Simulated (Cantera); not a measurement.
## Equilibrium for silicon nitride deposition: Si2Cl6 + NH3 + N2

A closed system holds: 1 mol Si2Cl6, 3.5 mol NH3, 31 mol N2, equilibrated at 9.80 Pa.

Equilibrium computed with Cantera from the NASA thermochemical tables; the gas is ideal and each condensed phase is pure. Candidate condensed phases: NH4Cl, Si, Si3N4; 28 gas species. The feed counts by its element totals alone. The tables' values for SiCl3, SiCl are old estimates; treat these amounts as uncertain. Kinetics and transport are ignored.

From 775 K to 1475 K the condensed part is Si3N4(s). The main Si-bearing gas is SiCl4 at 775 K and SiCl2 at 1475 K. The share of Si in condensed phases is highest at 1075 K (96.4 %) and lowest at 1475 K (5.2 %).

| T (K) | log p N2 | log p HCl | log p H2 | log p SiCl2 | log p SiCl4 | n Si3N4(s) |
|---|---|---|---|---|---|---|
| 775 | -4.11 | -4.88 | -5.19 | -12.82 | -6.39 | 0.611 |
| 875 | -4.11 | -4.86 | -5.21 | -10.72 | -6.55 | 0.629 |
| 975 | -4.11 | -4.85 | -5.22 | -9.06 | -6.70 | 0.639 |
| 1075 | -4.11 | -4.85 | -5.23 | -7.72 | -6.84 | 0.643 |
| 1175 | -4.11 | -4.86 | -5.22 | -6.66 | -7.03 | 0.618 |
| 1275 | -4.11 | -4.92 | -5.16 | -5.92 | -7.51 | 0.490 |
| 1375 | -4.11 | -5.07 | -5.07 | -5.53 | -8.38 | 0.256 |
| 1475 | -4.11 | -5.28 | -5.00 | -5.35 | -9.43 | 0.0350 |
log p: log10 of the partial pressure in bar; n: condensed amount in mol.
